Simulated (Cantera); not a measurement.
Feed: 1 mol PbO, 0.089 mol H₂, 8.7 mol N₂, held at 1050 Torr.

Cantera equilibrium calculation (NASA polynomials, part measured and part estimated; ideal gas, pure solids and liquids). Candidate condensed phases: H₂O, Pb, PbO, PbO₂, Pb₃O₄; 27 gas species. Each liquid is taken as pure. Mutual solubility and eutectic melting of coexisting phases are not modelled. Gases not in the tables: (PbO)n polymers. Kinetics and transport are ignored.

### Question
Which condensed phases are stable at each of these points (T (K)): 600, 650, 700, 750, 800, 850, 900, 950, 1000, 1050, 1100, 1150, 1200, 1250?

### Answer
```
T (K)     condensed phases  Pb condensed (%)
-----  -------------------  ----------------
600       Pb(s) + PbO(red)             100.0
650       Pb(l) + PbO(red)             100.0
700       Pb(l) + PbO(red)             100.0
750       Pb(l) + PbO(red)             100.0
800    Pb(l) + PbO(yellow)             100.0
850    Pb(l) + PbO(yellow)             100.0
900    Pb(l) + PbO(yellow)             100.0
950    Pb(l) + PbO(yellow)             100.0
1000   Pb(l) + PbO(yellow)             100.0
1050   Pb(l) + PbO(yellow)             100.0
1100   Pb(l) + PbO(yellow)              99.9
1150   Pb(l) + PbO(yellow)              99.8
1200        Pb(l) + PbO(l)              99.6
1250        Pb(l) + PbO(l)              99.0
```

At 600 K the condensed part is Pb(s) + PbO(red). From 650 K to 750 K the condensed part is Pb(l) + PbO(red). From 800 K to 1150 K the condensed part is Pb(l) + PbO(yellow). From 1200 K to 1250 K the condensed part is Pb(l) + PbO(l).
